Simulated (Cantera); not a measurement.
Input (Python, Cantera) and output of one run.

```python
import numpy as np
import cantera as ct

gas_names = """
    H HO2 H2 H2O H2O2 H2S H2SO4 O OH O2 O3 S SH SO SO2 SO3 S2 S2O S8
""".split()
cond_names = """
    H2O(s) H2O(L) H2SO4(L) S(cr1) S(cr2) S(L)
""".split()


# ... load() reads the species with a 1 bar reference pressure and builds the phases ...
atoms = {
    'H2O': {'H': 2, 'O': 1},
    'SO2': {'S': 1, 'O': 2},
    'H2': {'H': 2},
}
top_T = {}  # K; cautious upper limits of use, not melting points


# ... equilibrate(T, P, feed) seeds the gas with the atoms and calls Mixture.equilibrate('TP', solver="vcs", rtol=1e-11, max_steps=5000) ...
results = []
feed = {'H2O': 1, 'SO2': 0.38, 'H2': 0.12}  # mol
P = 133.322  # Pa
for T in [1073, 1173, 1273, 1373, 1473, 1573, 1673, 1773, 1873]:
    mix = equilibrate(T, P, feed)
    results.append((T, P, feed, dict(zip(mix.species_names, mix.species_moles))))
    x = sorted(zip(gas.X, gas.species_names), reverse=True)
    print(f"T = {T:g} K  P = {P:g} Pa  gas = {mix.phase_moles(0):.4g} mol")
    print("   x: " + "  ".join(f"{s} {v:.3e}" for v, s in x if v > 1e-05))
    print("   condensed (mol): " + ("  ".join(f"{mix.phase(i).name} {mix.phase_moles(i):.4g}"
          for i in range(1, mix.n_phases) if mix.phase_moles(i) > 1e-12) or "none"))
```

It prints:

```
T = 1073 K  P = 133.322 Pa  gas = 1.474 mol
   x: H2O 7.414e-01  SO2 2.262e-01  H2 1.449e-02  S2 1.353e-02  H2S 4.001e-03  S2O 2.035e-04  SO 1.514e-04  SH 2.112e-05
   condensed (mol): none
T = 1173 K  P = 133.322 Pa  gas = 1.479 mol
   x: H2O 7.288e-01  SO2 2.304e-01  H2 2.586e-02  S2 1.146e-02  H2S 2.776e-03  SO 4.682e-04  S2O 1.749e-04  SH 5.293e-05
   condensed (mol): none
T = 1273 K  P = 133.322 Pa  gas = 1.485 mol
   x: H2O 7.125e-01  SO2 2.358e-01  H2 4.007e-02  S2 8.396e-03  H2S 1.778e-03  SO 1.166e-03  S2O 1.359e-04  SH 1.027e-04
   condensed (mol): none
T = 1373 K  P = 133.322 Pa  gas = 1.491 mol
   x: H2O 6.957e-01  SO2 2.412e-01  H2 5.450e-02  S2 4.977e-03  SO 2.386e-03  H2S 9.989e-04  SH 1.538e-04  S2O 9.043e-05  H 2.129e-05  S 1.573e-05
   condensed (mol): none
T = 1473 K  P = 133.322 Pa  gas = 1.496 mol
   x: H2O 6.828e-01  SO2 2.448e-01  H2 6.533e-02  SO 4.031e-03  S2 2.196e-03  H2S 4.639e-04  SH 1.740e-04  H 8.856e-05  S2O 4.820e-05  S 3.796e-05  OH 2.409e-05
   condensed (mol): none
T = 1573 K  P = 133.322 Pa  gas = 1.499 mol
   x: H2O 6.766e-01  SO2 2.459e-01  H2 7.023e-02  SO 5.741e-03  S2 7.225e-04  H 2.951e-04  H2S 1.787e-04  SH 1.521e-04  OH 1.026e-04  S 6.721e-05  S2O 2.056e-05
   condensed (mol): none
T = 1673 K  P = 133.322 Pa  gas = 1.5 mol
   x: H2O 6.748e-01  SO2 2.452e-01  H2 7.092e-02  SO 7.325e-03  H 8.306e-04  OH 3.802e-04  S2 2.100e-04  SH 1.156e-04  S 9.783e-05  H2S 6.430e-05  O2 1.546e-05
   condensed (mol): none
T = 1773 K  P = 133.322 Pa  gas = 1.502 mol
   x: H2O 6.737e-01  SO2 2.437e-01  H2 7.006e-02  SO 8.852e-03  H 2.062e-03  OH 1.229e-03  S 1.300e-04  O2 1.207e-04  SH 8.540e-05  S2 6.360e-05  O 2.825e-05  H2S 2.420e-05
   condensed (mol): none
T = 1873 K  P = 133.322 Pa  gas = 1.507 mol
   x: H2O 6.693e-01  SO2 2.413e-01  H2 6.954e-02  SO 1.051e-02  H 4.661e-03  OH 3.483e-03  O2 7.454e-04  O 1.767e-04  S 1.695e-04  SH 6.594e-05  S2 2.235e-05  H2S 1.026e-05
   condensed (mol): none
```

These are equilibrium values from Cantera (NASA tables, ideal gas, pure condensed phases), not measurements of a reactor. Gases not in the tables: S3 to S7.
